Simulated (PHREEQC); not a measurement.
A solution holds 0.0023 mol/kgw HF and 0.14 mol/kgw FeCl3, at 26 °C. It is in equilibrium with CO2 at log p = -1 (atm). Otherwise closed; pH follows from the charge balance.

The numbers come from PHREEQC with the ion-association model, phreeqc.dat.

No solid was allowed to form.

Question: Order these Fe species by the share of Fe that they hold, largest first: FeCl+2, FeCl2+, Fe+3, Fe2(OH)2+4, FeOH+2.

Answer: FeCl+2 (52 %), Fe+3 (20 %), FeCl2+ (14 %), Fe2(OH)2+4 (7.1 %), FeOH+2 (3.9 %)

Question: Order these Cl species by the share of Cl that they hold, largest first: Cl-, FeCl2+, FeCl+2, FeCl3.

Answer: Cl- (73 %), FeCl+2 (17 %), FeCl2+ (9.4 %), FeCl3 (0.17 %)

The pH is 1.83 and the ionic strength 0.506 mol/kgw. Examples of supersaturated solids here: Hematite (slow to form), Goethite (slow to form). Others may be too. Complexes and solids missing from the database can't appear. Fluoro complexes past AlF4- and FeF3 are missing from the database.
